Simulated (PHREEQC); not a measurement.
A solution holds 42 mmol/kgw K2CO3, 1.05 mmol/kgw Fe(NO3)3 and 3.9 mmol/kgw CO2, at 25 °C. Closed to the air; pH follows from the charge balance.

Model: ion-association model, wateq4f.dat, run in PHREEQC.

The ionic strength comes out as 0.118 mol/kgw. What activity coefficients do OH-, NO3-, HCO3-, CO3-2, Fe(OH)4- get?

OH- 0.75, NO3- 0.74, HCO3- 0.78, CO3-2 0.37, Fe(OH)4- 0.78.

This is a speciation only: nothing precipitates in the calculation. Saturation is exceeded, for instance for Fe(OH)3(a), Hematite (slow to form); the values hold only as long as no solid forms.
